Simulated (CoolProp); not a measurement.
Diethyl ether along the isobar 20.9 MPa: density (kg/m³) from the reference equation and from simpler models built on Tc = 467.9 K, pc = 3.717 MPa, ω = 0.282; each cubic takes its own stable root.

Values from CoolProp's reference Helmholtz-energy equation of state, Thol 2014.

```tsv
T (K)	phase	reference
445.3	liquid	575.7
458.2	liquid	560.5
471	supercritical	545.1
483.8	supercritical	529.6
496.7	supercritical	513.9
509.5	supercritical	498.1
522.3	supercritical	482.2
535.2	supercritical	466.2
548	supercritical	450.4
```

Question: How far does each simpler model (Redlich-Kwong, Peng-Robinson) lie from the reference over these 9 states: mean and median of the absolute difference, and the worst?

Answer: 
- Redlich-Kwong: mean 5.6 %, median 5.8 %, worst -7.2 % at 445.3 K and 20.9 MPa
- Peng-Robinson: mean 2.9 %, median 3.0 %, worst +4.4 % at 445.3 K and 20.9 MPa
